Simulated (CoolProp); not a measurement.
Saturation properties of normal hydrogen (Tc = -240.0 °C, pc = 1.296 MPa, ω = -0.219).

Computed with CoolProp (reference Helmholtz-energy equation of state, Leachman 2009).

```
T (°C)   p (MPa)  vapour density (kg/m³)  liquid cp (kJ/(kg K))  liquid viscosity (µPa s)
-------  -------  ----------------------  ---------------------  ------------------------
-253.05  0.09351                   1.239                  9.624                      13.8
-251.35   0.1510                   1.915                  10.64                      12.0
-249.55   0.2355                   2.894                  11.97                      10.5
-247.85   0.3418                   4.140                  13.63                      9.25
-246.05   0.4869                   5.920                  16.16                      8.10
-244.35   0.6593                   8.232                  20.15                      7.08
-242.55   0.8848                   11.83                  29.58                      6.01
-240.85    1.145                   18.02                  75.85                      4.78
```

It boils at -252.8 °C under 1 atm.

Viscosity comes from a separate model (Muzny 2013).
